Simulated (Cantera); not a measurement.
A Cantera script and what it prints.

```python
import numpy as np
import cantera as ct

gas_names = """
    CL CL2 H HCL H2 Si SiCL SiCL2 SiCL3 SiCL4 SiH SiHCL3 SiH2 SiH2CL2 SiH3 SiH3CL SiH4 Si2 Si3
""".split()
cond_names = """
    Si(cr) Si(L)
""".split()


# ... load() reads the species with a 1 bar reference pressure and builds the phases ...
atoms = {
    'Si2Cl6': {'Si': 2, 'CL': 6},
    'HCl': {'H': 1, 'CL': 1},
    'H2': {'H': 2},
}
top_T = {}  # K; cautious upper limits of use, not melting points


# ... equilibrate(T, P, feed) seeds the gas with the atoms and calls Mixture.equilibrate('TP', solver="gibbs", rtol=1e-10, max_steps=50000) ...
results = []
feed = {'Si2Cl6': 1, 'HCl': 0.2, 'H2': 180}  # mol
P = 10000  # Pa
for T in [998, 1098, 1198, 1298, 1398, 1498, 1598, 1698, 1798]:
    mix = equilibrate(T, P, feed)
    results.append((T, P, feed, dict(zip(mix.species_names, mix.species_moles))))

top = {s: max(r[3][s] / sum(r[3][g] for g in gas_names) for r in results) for s in gas_names}
cols = sorted((s for s in top if top[s] > 0.0001), key=lambda s: -top[s])[:5]
seen = [c for c in cond_names if any(r[3].get(c, 0) > 1e-12 for r in results)]
print("log10 of partial pressures in bar; condensed amounts in mol")
print(f"{'T/K':>10s}" + "".join(f"{s[:9]:>10s}" for s in cols + seen))
for T, P, feed, n in results:
    ng = sum(n[g] for g in gas_names)
    print(f"{T:10.4g}" + "".join(f"{np.log10(max(n[s] / ng * P / 1e5, 1e-99)):10.3f}" for s in cols)
          + "".join(f"{n.get(c, 0):10.4g}" for c in seen))
```

Result:

```
log10 of partial pressures in bar; condensed amounts in mol
       T/K        H2       HCL     SiCL4     SiCL2    SiHCL3    Si(cr)     Si(L)
       998    -1.007    -3.033    -3.420    -4.831    -3.553    0.7029         0
      1098    -1.010    -2.760    -3.662    -4.202    -3.749     1.074         0
      1198    -1.012    -2.607    -4.158    -3.830    -4.134     1.386         0
      1298    -1.013    -2.556    -4.892    -3.674    -4.694     1.504         0
      1398    -1.014    -2.548    -5.657    -3.612    -5.277     1.515         0
      1498    -1.014    -2.548    -6.352    -3.577    -5.806     1.498         0
      1598    -1.014    -2.551    -6.968    -3.552    -6.273     1.476         0
      1698    -1.014    -2.554    -7.515    -3.538    -6.691         0     1.458
      1798    -1.014    -2.545    -8.036    -3.584    -7.108         0     1.502
```

Equilibrium computed with Cantera from the NASA thermochemical tables; the gas is ideal and each condensed phase is pure. The feed counts by its element totals alone. The tables' values for SiCl3, SiCl are old estimates; treat these amounts as uncertain. Gases not in the tables: Si2H6 and higher silanes.
